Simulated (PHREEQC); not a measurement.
**Nickel, zinc or cadmium bath**

Solution (25 °C): 0.019 mol/kgw ZnSO4 and 0.0004 mol/kgw HCl. It is in equilibrium with CO2 at log p = -3.4 (atm). Otherwise closed; pH follows from the charge balance.

The numbers come from PHREEQC with the ion-association model, phreeqc.dat.

Precipitation was switched off in this run.

**Question.** Estimate the pH.

**Answer.** pH 3.65.

**Question.** In which forms is Cl present?

**Answer.** Cl- 99 %, ZnCl+ 1.5 % of the Cl.
